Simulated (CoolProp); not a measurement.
Vapour-liquid equilibrium of ethylene (1) + 1-butene (2) at -76.65 °C; x and y are mole fractions of (1).

Computed with CoolProp (multi-fluid Helmholtz-energy mixture model, Smukala 2000 and Lemmon 2005; pair parameters Bell 2016).

### Question
Give the bubble pressure and the first vapour's composition at x = 0.2, 0.5, 0.95. Is there an azeotrope?

### Answer
x = 0.2: 0.08181 MPa, y = 0.979; x = 0.5: 0.1985 MPa, y = 0.994; x = 0.95: 0.3725 MPa, y = 1.000. No azeotrope shows between x = 0.05 and 0.95.

The pair parameters rest on a limited set of measurements; away from them the model extrapolates. The gap from Raoult's law changes sign with composition, which may be real or a fault of the pair parameters; it wasn't checked against measurements.
